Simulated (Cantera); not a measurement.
Thermodynamics of oxide etching and cleaning by halides, feed SiO2 + HCl + N2

Charge: 1 mol SiO2, 86 mol HCl, 47 mol N2, at 4.40 Pa.

Method: chemical equilibrium by Gibbs-energy minimisation in Cantera with the NASA 1993 tables (ideal gas, pure condensed phases). Candidate condensed phases: H2O, NH4Cl, Si, SiO2, Si2N2O, Si3N4; 47 gas species. The tables hold silica as quartz up to 1696 K and as liquid above; real silica turns to tridymite and cristobalite and melts near 1996 K. Rates play no part.

```json
[
 {"T (°C)": "575", "x HCl": "0.647", "x N2": "0.353", "x Cl": "1.79e-6", "x H2": "1.09e-6", "x H": "2.99e-12", "n SiO2(β-quartz)": "1.000"},
 {"T (°C)": "675", "x HCl": "0.647", "x N2": "0.353", "x Cl": "1.65e-5", "x H2": "8.68e-6", "x H": "2.33e-10", "n SiO2(β-quartz)": "1.000"},
 {"T (°C)": "775", "x HCl": "0.646", "x N2": "0.353", "x Cl": "9.77e-5", "x H2": "4.95e-5", "x H": "8.20e-9", "n SiO2(β-quartz)": "1.000"},
 {"T (°C)": "875", "x HCl": "0.646", "x N2": "0.353", "x Cl": "0.000422", "x H2": "0.000212", "x H": "1.57e-7", "n SiO2(β-quartz)": "0.999"},
 {"T (°C)": "975", "x HCl": "0.645", "x N2": "0.353", "x Cl": "0.00144", "x H2": "0.000722", "x H": "1.89e-6", "n SiO2(β-quartz)": "0.999"},
 {"T (°C)": "1075", "x HCl": "0.641", "x N2": "0.353", "x Cl": "0.00413", "x H2": "0.00204", "x H": "1.57e-5", "n SiO2(β-quartz)": "0.997"},
 {"T (°C)": "1175", "x HCl": "0.633", "x N2": "0.351", "x Cl": "0.0103", "x H2": "0.00488", "x H": "9.71e-5", "n SiO2(β-quartz)": "0.973"},
 {"T (°C)": "1275", "x HCl": "0.615", "x N2": "0.349", "x Cl": "0.0228", "x H2": "0.00997", "x H": "0.000464", "n SiO2(β-quartz)": "0.835"},
 {"T (°C)": "1375", "x HCl": "0.580", "x N2": "0.343", "x Cl": "0.0469", "x H2": "0.0169", "x H": "0.00175", "n SiO2(β-quartz)": "0.221"},
 {"T (°C)": "1475", "x HCl": "0.533", "x N2": "0.335", "x Cl": "0.0811", "x H2": "0.0305", "x H": "0.00601", "n SiO2(β-quartz)": "0"},
 {"T (°C)": "1575", "x HCl": "0.466", "x N2": "0.325", "x Cl": "0.128", "x H2": "0.0487", "x H": "0.0176", "n SiO2(β-quartz)": "0"}
]
```
x: gas mole fraction; n: condensed amount in mol.

From 575 °C to 1375 °C the condensed part is SiO2(β-quartz). From 1475 °C to 1575 °C nothing is condensed. The main Si-bearing gas is SiCl4 at 575 °C and SiO at 1575 °C.
